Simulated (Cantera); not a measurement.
A perfectly stirred reactor is fed with 1.63 % CH4, 95.9 % H2, 2.49 % CO2, at 195 Torr; it is held at 2950 K, and followed from long to short residence time.

Model: GRI-Mech 3.0 (53 species, 325 reactions), integrated in Cantera.

One state of this run: x CH4 = 6.14e-8; x H2 = 0.730; x CO2 = 4.38e-5; x O2 = 4.47e-7; x H2O = 0.00658; x HCO = 1.70e-7. x: mole fraction; the columns are a selection and need not sum to one.

Question: Which value of τ (s) does it belong to?
A. 0.0018
B. 0.40
C. 0.00048
D. 0.00012

Answer: B, 0.40
